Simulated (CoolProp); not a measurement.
Properties of carbon monoxide along the isobar 194 bar.

Computed with CoolProp (reference Helmholtz-energy equation of state, Lemmon 2006). It is a short technical equation, of lower accuracy than the large ones.

```json
[
 {"T (K)": "88.4", "phase": "liquid", "density (kg/m³)": "808.8", "Joule-Thomson coefficient (K/MPa)": "-0.3827", "isothermal compressibility (1/MPa)": "0.002366", "expansivity (1/kK)": "4.320", "fugacity coefficient": "0.02509"},
 {"T (K)": "104", "phase": "liquid", "density (kg/m³)": "753.1", "Joule-Thomson coefficient (K/MPa)": "-0.3306", "isothermal compressibility (1/MPa)": "0.003494", "expansivity (1/kK)": "4.858", "fugacity coefficient": "0.07415"},
 {"T (K)": "119.5", "phase": "liquid", "density (kg/m³)": "694.7", "Joule-Thomson coefficient (K/MPa)": "-0.2388", "isothermal compressibility (1/MPa)": "0.005293", "expansivity (1/kK)": "5.580", "fugacity coefficient": "0.1545"},
 {"T (K)": "135.1", "phase": "supercritical", "density (kg/m³)": "632.4", "Joule-Thomson coefficient (K/MPa)": "-0.09499", "isothermal compressibility (1/MPa)": "0.008236", "expansivity (1/kK)": "6.492", "fugacity coefficient": "0.2598"},
 {"T (K)": "150.7", "phase": "supercritical", "density (kg/m³)": "567.1", "Joule-Thomson coefficient (K/MPa)": "0.1100", "isothermal compressibility (1/MPa)": "0.01287", "expansivity (1/kK)": "7.495", "fugacity coefficient": "0.3767"},
 {"T (K)": "166.2", "phase": "supercritical", "density (kg/m³)": "501.4", "Joule-Thomson coefficient (K/MPa)": "0.3667", "isothermal compressibility (1/MPa)": "0.01934", "expansivity (1/kK)": "8.311", "fugacity coefficient": "0.4916"},
 {"T (K)": "181.8", "phase": "supercritical", "density (kg/m³)": "439.1", "Joule-Thomson coefficient (K/MPa)": "0.6367", "isothermal compressibility (1/MPa)": "0.02678", "expansivity (1/kK)": "8.588", "fugacity coefficient": "0.5971"},
 {"T (K)": "197.4", "phase": "supercritical", "density (kg/m³)": "384.9", "Joule-Thomson coefficient (K/MPa)": "0.8580", "isothermal compressibility (1/MPa)": "0.03333", "expansivity (1/kK)": "8.228", "fugacity coefficient": "0.6879"},
 {"T (K)": "213", "phase": "supercritical", "density (kg/m³)": "340.4", "Joule-Thomson coefficient (K/MPa)": "0.9966", "isothermal compressibility (1/MPa)": "0.03798", "expansivity (1/kK)": "7.495", "fugacity coefficient": "0.7634"},
 {"T (K)": "228.5", "phase": "supercritical", "density (kg/m³)": "304.9", "Joule-Thomson coefficient (K/MPa)": "1.057", "isothermal compressibility (1/MPa)": "0.04090", "expansivity (1/kK)": "6.688", "fugacity coefficient": "0.8249"},
 {"T (K)": "244.1", "phase": "supercritical", "density (kg/m³)": "276.4", "Joule-Thomson coefficient (K/MPa)": "1.060", "isothermal compressibility (1/MPa)": "0.04269", "expansivity (1/kK)": "5.946", "fugacity coefficient": "0.8751"},
 {"T (K)": "259.7", "phase": "supercritical", "density (kg/m³)": "253.2", "Joule-Thomson coefficient (K/MPa)": "1.026", "isothermal compressibility (1/MPa)": "0.04378", "expansivity (1/kK)": "5.314", "fugacity coefficient": "0.9158"},
 {"T (K)": "275.2", "phase": "supercritical", "density (kg/m³)": "234.1", "Joule-Thomson coefficient (K/MPa)": "0.9704", "isothermal compressibility (1/MPa)": "0.04446", "expansivity (1/kK)": "4.791", "fugacity coefficient": "0.9487"}
]
```
